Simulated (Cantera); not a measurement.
A closed system holds: 1 mol PbO, 49 mol H₂, at 0.133 bar.

Equilibrium computed with Cantera from the NASA thermochemical tables; the gas is ideal and each condensed phase is pure. Candidate condensed phases: H₂O, Pb, PbO, PbO₂, Pb₃O₄; 12 gas species. The numbers say what is thermodynamically allowed, not how fast it happens. All values below are at 1598 K.

Base state: H₂ 0.960, H₂O 0.0200, Pb 0.0200, H 0.000143 (mole fractions); condensed: gas only.

Question: What changes in the equilibrium state with this change: PbO replaced by ZrO₂?

Answer: 
| species | before | after |
|---|---|---|
| H₂ | 0.960 | 1.000 |
| H | 0.000143 | 0.000146 |
| H₂O | 0.0200 | 1.34e-8 |
| Pb | 0.0200 | 0 |
| ZrO₂(tetragonal), mol | 0 | 1.00 |
Further candidate phases: Zr, ZrO₂.
